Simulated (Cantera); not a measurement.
# Premixed flame

A freely propagating, adiabatic, planar premixed flame of CH₄ : O₂ : N₂ = 1 : 2.06 : 7.75 (molar parts), equivalence ratio 0.97, unburnt at 600 K and 0.266 atm; mixture-averaged transport, grid criteria slope 0.08 and curve 0.16, no radiation.

Model: GRI-Mech 3.0 (53 species, 325 reactions), integrated in Cantera. Burning velocities carry a grid error of a few per cent, more on coarse grids.

| z (mm) | T (K) | u (m/s) | x CH₄ | x O₂ | x CH₃ | x H₂O | x HCO | x HO₂ |
|---|---|---|---|---|---|---|---|---|
| -3.09 | 600 | 1.69 | 0.0924 | 0.190 | 7.02e-8 | 1.25e-5 | <1e-8 | 2.21e-7 |
| -2.06 | 601 | 1.70 | 0.0922 | 0.190 | 8.94e-7 | 0.000140 | <1e-8 | 2.98e-6 |
| -1.54 | 604 | 1.71 | 0.0917 | 0.189 | 4.68e-6 | 0.000668 | <1e-8 | 1.38e-5 |
| -1.03 | 642 | 1.83 | 0.0888 | 0.186 | 3.79e-5 | 0.00538 | <1e-8 | 5.22e-5 |
| -0.515 | 966 | 2.80 | 0.0667 | 0.161 | 0.000694 | 0.0403 | 1.36e-6 | 7.07e-5 |
| -0.257 | 1357 | 3.98 | 0.0371 | 0.121 | 0.00291 | 0.0820 | 2.85e-5 | 0.000152 |
| 0 | 1728 | 5.12 | 0.00958 | 0.0745 | 0.00254 | 0.124 | 9.50e-5 | 0.000114 |
| 0.257 | 1880 | 5.59 | 0.000941 | 0.0458 | 0.000380 | 0.145 | 3.52e-5 | 1.76e-5 |
| 0.515 | 1913 | 5.67 | 4.99e-5 | 0.0348 | 2.14e-5 | 0.150 | 2.81e-6 | 3.58e-6 |
| 1.03 | 1939 | 5.73 | 1.53e-7 | 0.0290 | 6.95e-8 | 0.149 | 3.92e-8 | 2.46e-6 |
| 2.06 | 1973 | 5.80 | <1e-8 | 0.0265 | <1e-8 | 0.149 | 2.30e-8 | 2.17e-6 |
| 4.12 | 2019 | 5.91 | <1e-8 | 0.0250 | <1e-8 | 0.151 | 1.79e-8 | 1.89e-6 |
| 8.24 | 2082 | 6.07 | <1e-8 | 0.0231 | <1e-8 | 0.156 | 1.23e-8 | 1.57e-6 |
x: mole fraction of selected species; z is measured from the peak of heat release.

| Item | Value |
|---|---|
| laminar burning velocity | 169 cm/s |
| thermal thickness | 1.03 mm |
| peak x(CH₃) | 0.00345 |
| peak x(HCO) | 9.50e-5 |
| peak x(HO₂) | 0.000168 |
| grid points | 146 |
